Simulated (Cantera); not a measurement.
Diamond growth

A diamond (100) surface in a fixed gas of H2 with x(CH4) = 0.0055, x(H) = 0.0087, x(CH3) = 0.00053, at 1375 K; coverages are run to steady state.

Model: the Harris–Goodwin 1993 mechanism for the reconstructed diamond (100) surface, integrated in Cantera.

```
P (Pa)  growth (µm/h)  θ c6HH  θ c6H*  θ c6*H  θ c6**    θ c6HM
------  -------------  ------  ------  ------  ------  --------
390             0.206   0.345  0.0570   0.541  0.0568   2.01e-5
740             0.533   0.345  0.0570   0.541  0.0567   4.11e-5
1400             1.27   0.345  0.0570   0.541  0.0566   8.26e-5
2700             2.93   0.345  0.0570   0.540  0.0565  0.000165
5200             6.66   0.345  0.0570   0.540  0.0564  0.000321
9900             15.3   0.345  0.0570   0.540  0.0564  0.000601
19000            37.4   0.344  0.0571   0.539  0.0563   0.00109
36000            94.1   0.344  0.0573   0.538  0.0563   0.00188
```
θ: site fractions in the mechanism's names (c6HH fully hydrogenated, c6H* and c6*H radical sites, c6** diradical, c6HM methylated).
